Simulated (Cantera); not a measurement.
Input (Python, Cantera) and output of one run.

```python
import numpy as np
import cantera as ct

gas_names = """
    CL CL2 H HCL H2 Si SiCL SiCL2 SiCL3 SiCL4 SiH SiHCL3 SiH2 SiH2CL2 SiH3 SiH3CL SiH4 Si2 Si3
""".split()
cond_names = """
    Si(cr) Si(L)
""".split()


def load(file, names, dense=False):
    # The tables refer to 1 bar. Condensed volumes are neglected.
    table = {s.name: s for s in ct.Species.list_from_file(file)}
    out = []
    for n in names:
        d = dict(table[n].input_data)
        d["thermo"] = dict(d["thermo"], **{"reference-pressure": 1e5})
        if dense:
            d["equation-of-state"] = {"model": "constant-volume", "density": "1e6 g/cm^3"}
        out.append(ct.Species.from_dict(d))
    return out


gas = ct.Solution(thermo="ideal-gas", species=load("nasa_gas.yaml", gas_names))
cond = {s.name: ct.Solution(thermo="fixed-stoichiometry", species=[s], name=s.name)
        for s in load("nasa_condensed.yaml", cond_names, dense=True)}
atoms = {
    'SiCl4': {'Si': 1, 'CL': 4},
    'Cl2': {'CL': 2},
    'H2': {'H': 2},
}
top_T = {}  # K; cautious upper limits of use, not melting points


def equilibrate(T, P, feed):
    n = {}
    for name, mol in feed.items():
        for a, k in atoms[name].items():
            n[a] = n.get(a, 0.0) + k * mol
    gas.TPX = T, P, n
    mass = sum(n.values()) * gas.mean_molecular_weight
    gas.equilibrate("TP")
    valid = [c for c in cond.values() if c.min_temp <= T <= top_T.get(c.name, c.max_temp)]
    mix = ct.Mixture([(gas, mass / gas.mean_molecular_weight)] + [(c, 0.0) for c in valid])
    mix.T, mix.P = T, P
    mix.equilibrate("TP", solver="vcs", rtol=1e-11, max_steps=5000)
    return mix


results = []
T = 1250  # K
P = 74000  # Pa
for m in [1.9, 4.3, 6.8, 9.2, 12, 14, 16, 19]:
    feed = {'SiCl4': 1, 'Cl2': 2.4, 'H2': m}  # mol
    mix = equilibrate(T, P, feed)
    results.append((T, P, feed, dict(zip(mix.species_names, mix.species_moles))))

top = {s: max(r[3][s] / sum(r[3][g] for g in gas_names) for r in results) for s in gas_names}
cols = sorted((s for s in top if top[s] > 0.0001), key=lambda s: -top[s])[:7]
seen = [c for c in cond_names if any(r[3].get(c, 0) > 1e-12 for r in results)]
print("log10 of partial pressures in bar; condensed amounts in mol")
print(f"{'n(H2)':>10s}" + "".join(f"{s[:9]:>10s}" for s in cols + seen))
for T, P, feed, n in results:
    ng = sum(n[g] for g in gas_names)
    print(f"{feed['H2']:10.4g}" + "".join(f"{np.log10(max(n[s] / ng * P / 1e5, 1e-99)):10.3f}" for s in cols)
          + "".join(f"{n.get(c, 0):10.4g}" for c in seen))
```

Output:

```
log10 of partial pressures in bar; condensed amounts in mol
     n(H2)        H2       HCL     SiCL4       CL2    SiHCL3        CL     SiCL3
       1.9    -7.941    -0.276    -0.856    -1.163    -9.969    -2.689    -6.646
       4.3    -0.743    -0.334    -1.027    -8.478    -2.884    -6.347    -3.160
       6.8    -0.500    -0.454    -1.159    -8.961    -2.654    -6.588    -3.051
       9.2    -0.403    -0.544    -1.261    -9.238    -2.568    -6.727    -3.014
        12    -0.340    -0.629    -1.359    -9.471    -2.518    -6.843    -2.996
        14    -0.311    -0.681    -1.420    -9.603    -2.498    -6.909    -2.990
        16    -0.289    -0.726    -1.474    -9.716    -2.486    -6.966    -2.988
        19    -0.265    -0.787    -1.548    -9.861    -2.475    -7.038    -2.990
```

Cantera equilibrium calculation (NASA polynomials, part measured and part estimated; ideal gas, pure solids and liquids). The tables' values for SiCl3 are old estimates; treat these amounts as uncertain.
